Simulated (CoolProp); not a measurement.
Computed with CoolProp (reference Helmholtz-energy equation of state, Lemmon 2003). It is a pseudo-pure fit of the blend.

Question: For R404A, give the phase and the Joule-Thomson coefficient (K/MPa), expansivity (1/kK) at 81.05 °C and 6.56 MPa.

Answer: 
- 81.05 °C and 6.56 MPa: supercritical; Joule-Thomson coefficient 1.89, expansivity 11.3
